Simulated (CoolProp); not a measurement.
Sulfur dioxide along the isobar 32.7 MPa: fugacity coefficient from the reference equation and from simpler models built on Tc = 430.6 K, pc = 7.887 MPa, ω = 0.256; each cubic takes its own stable root.

Model: reference Helmholtz-energy equation of state, Gao 2016, in CoolProp.

```csv
T (K),phase,reference,van der Waals,Soave-Redlich-Kwong,Peng-Robinson
253.2,liquid,0.003687,0.05026,?,0.003749
262.5,liquid,?,?,0.006004,0.005640
271.7,liquid,0.008127,0.06909,0.008748,0.008173
281,liquid,0.01152,0.07975,0.01241,0.01154
290.2,liquid,0.01581,0.09104,0.01707,0.01581
299.5,liquid,0.02125,0.1032,0.02298,0.02121
308.7,liquid,0.02783,0.1158,0.03015,0.02776
318,liquid,0.03581,0.1293,0.03887,0.03571
327.2,liquid,0.04512,0.1432,0.04906,?
336.5,liquid,0.05603,0.1578,0.06103,0.05590
345.7,liquid,0.06835,0.1727,0.07458,?
355,liquid,0.08238,0.1882,0.09004,0.08232
364.2,liquid,0.09782,0.2040,0.1071,0.09784
373.5,liquid,0.1150,0.2203,0.1260,0.1151
```

Problem. Some entries are withheld; supply them.

Solution. 
- 253.2, Soave-Redlich-Kwong: 0.003965
- 262.5, reference: 0.005582
- 262.5, van der Waals: 0.05933
- 327.2, Peng-Robinson: 0.04500
- 345.7, Peng-Robinson: 0.06824
